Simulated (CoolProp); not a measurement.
Carbon monoxide at several states: Z from the reference equation and from simpler models built on Tc = 132.9 K, pc = 34.98 bar, ω = 0.050; each cubic takes its own stable root.

Model: reference Helmholtz-energy equation of state, Lemmon 2006, in CoolProp. It is a short technical equation, of lower accuracy than the large ones.

```
T (K)  p (bar)          phase  reference
-----  -------  -------------  ---------
407.6     92.3  supercritical      1.032
385       18.9            gas      1.004
140.5     32.2            gas     0.6708
```

Q: How far does each simpler model (Pitzer virial, Redlich-Kwong) lie from the reference over these 3 states: mean and median of the absolute difference, and the worst?

A: 
- Pitzer virial: mean 3.8 %, median 1.5 %, worst +9.8 % at 140.5 K and 32.2 bar
- Redlich-Kwong: mean 0.8 %, median 0.7 %, worst -1.6 % at 407.6 K and 92.3 bar
